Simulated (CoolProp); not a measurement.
A closed Brayton cycle with nitrogen: compressor inlet 328.15 K and 7.4 MPa, high pressure 18.9 MPa, turbine inlet 760 K, compressor efficiency 0.89, turbine efficiency 0.85, recuperator effectiveness 0 (on enthalpy, no pinch check). Each further row changes one setting.

The numbers come from the reference Helmholtz-energy equation of state, Span 2000 in CoolProp.

| case | thermal efficiency (%) | net work (kJ/kg) | compressor to turbine work | compressor exit (K) | turbine exit (K) |
|---|---|---|---|---|---|
| as stated | 12.2 | 43.7 | 0.74 | 443.3 | 614.6 |
| turbine inlet 710 K | 10.9 | 32.7 | 0.79 | 443.3 | 572.7 |
| compressor inlet 338.15 K | 11.6 | 39.7 | 0.76 | 456.6 | 614.6 |
| high pressure 16.1 MPa | 10.9 | 41.7 | 0.70 | 421.3 | 637.2 |
| recuperator effectiveness 0.5 | 16.5 | 43.7 | 0.74 | 443.3 | 614.6 |
